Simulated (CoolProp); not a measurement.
Vapour-liquid equilibrium of fluoroethane (R161) (1) + R1234yf (2) at 306.2 K; x and y are mole fractions of (1).

The numbers come from the multi-fluid Helmholtz-energy mixture model, Wu 2012 and Lemmon 2022; pair parameters Bell 2016 in CoolProp.

```csv
x,bubble pressure (MPa),y at the bubble point,dew pressure at overall composition x (MPa),liquid density (mol/L)
0.05,0.8690,0.065,0.8645,9.480
0.2,0.9231,0.247,0.9087,10.04
0.35,0.9742,0.410,0.9551,10.66
0.5,1.021,0.559,1.003,11.35
0.65,1.064,0.696,1.050,12.14
0.8,1.102,0.827,1.095,13.03
0.95,1.135,0.957,1.133,14.05
```

No azeotrope shows between x = 0.05 and 0.95.

Pair parameters are fitted to limited data, so mixtures are less certain than the pure fluids.
